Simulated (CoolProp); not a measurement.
Vapour-liquid equilibrium of ethanol (1) + n-nonane (2) at 398.2 K; x and y are mole fractions of (1).

Values from CoolProp's multi-fluid Helmholtz-energy mixture model, Schroeder 2014 and Lemmon 2006; pair parameters Bell 2016.

```tsv
x	bubble pressure, mixture model (bar)	bubble pressure, Raoult's law (bar)	y, mixture model	y, Raoult's law
0.05	1.370	0.7102	0.646	0.350
0.2	3.016	1.383	0.846	0.719
0.35	?	2.055	0.883	0.846
0.5	?	2.727	0.898	0.911
0.65	4.291	3.400	0.910	0.950
0.8	?	4.072	0.929	0.976
0.95	?	4.744	0.974	0.995
```

Question: Complete the blanks.

Answer: 
- 0.35, bubble pressure, mixture model (bar): 3.745
- 0.5, bubble pressure, mixture model (bar): 4.076
- 0.8, bubble pressure, mixture model (bar): 4.536
- 0.95, bubble pressure, mixture model (bar): 4.855

The largest gap from Raoult's law is +118.1 % in bubble pressure, at x = 0.2. No azeotrope shows between x = 0.05 and 0.95.

Pair parameters are fitted to limited data, so mixtures are less certain than the pure fluids. With so large a gap from Raoult's law the liquid may split in two, which this calculation doesn't test in full.
